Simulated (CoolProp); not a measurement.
c-C4F8 (RC318) at 293.15 K and 10.7 MPa flows at 0.74 m/s in a round tube of 100 mm bore and 0.25 µm roughness, fully developed (64/Re and Nu = 3.66 if laminar; Colebrook and Gnielinski if turbulent). Each further row changes one setting.

Values from CoolProp's reference Helmholtz-energy equation of state, Platzer 1990. This equation is an older, rougher fit; its heat capacities, sound speeds and derivatives of the liquid may be far off and weren't checked against measurements.

```tsv
case	Reynolds number	Darcy friction factor	pressure drop (Pa/m)	heat-transfer coefficient (W/(m² K))	mass flow (kg/h)
as stated	237000	0.0151	65.3	931	33000
velocity 1.48 m/s	475000	0.0133	230	1700	65900
diameter 200 mm	475000	0.0133	28.7	851	132000
```

Viscosity comes from a separate model (Huber 2003), an estimate that may be off by 10 % or more. Thermal conductivity comes from a separate model (Huber 2003), an estimate that may be off by 10 % or more.
